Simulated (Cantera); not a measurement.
Input: 1 mol HMDSO, 0.11 mol O3, at 10.0 mbar.

These are equilibrium values from Cantera (NASA tables, ideal gas, pure condensed phases), not measurements of a reactor. Candidate condensed phases: C, C6H6, C7H8, C8H18, H2O, Si, SiC, SiO2; 123 gas species. The feed counts by its element totals alone. Mutual solubility and eutectic melting of coexisting phases are not modelled. The tables hold silica as quartz up to 1696 K and as liquid above; real silica turns to tridymite and cristobalite and melts near 1996 K. Equilibrium is a limit: real reactors are often held back by kinetics, nucleation or transport.

Question: Which condensed phases are stable at each of these points (T (K)): 1148, 1248, 1348, 1448, 1548, 1648, 1748, 1848, 1948, 2048?

Answer: 
| T (K) | condensed phases | Si condensed (%) |
|---|---|---|
| 1148 | C(graphite) + SiC(s) + SiO2(β-quartz) | 100.0 |
| 1248 | C(graphite) + SiC(s) + SiO2(β-quartz) | 100.0 |
| 1348 | C(graphite) + SiC(s) | 99.9 |
| 1448 | C(graphite) + SiC(s) | 99.9 |
| 1548 | C(graphite) + SiC(s) | 99.8 |
| 1648 | C(graphite) + SiC(s) | 99.8 |
| 1748 | C(graphite) + SiC(s) | 99.7 |
| 1848 | C(graphite) + SiC(s) | 99.6 |
| 1948 | C(graphite) + SiC(s) | 99.4 |
| 2048 | C(graphite) + SiC(s) | 99.0 |

From 1148 K to 1248 K the condensed part is C(graphite) + SiC(s) + SiO2(β-quartz). From 1348 K to 2048 K the condensed part is C(graphite) + SiC(s).
